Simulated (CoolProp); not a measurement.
500 sccm (0 °C, 1 atm) of nitrogen bubbles through liquid m-xylene at 299.7 K and leaves saturated at a total pressure of 0.0276 MPa (ideal gas phase). Each further row changes one setting.

Computed with CoolProp (reference Helmholtz-energy equation of state, Zhou 2012).

| case | vapour pressure (kPa) | mole fraction of vapour | delivery (mg/min) | delivery (sccm) | change of delivery for a bath 1 K warmer (%) |
|---|---|---|---|---|---|
| as stated | 1.22 | 0.0443 | 110 | 23.2 | 6.1 |
| bath temperature 304.7 K | 1.62 | 0.0586 | 147 | 31.1 | 6.0 |
| total pressure 0.0552 MPa | 1.22 | 0.0221 | 53.6 | 11.3 | 6.0 |
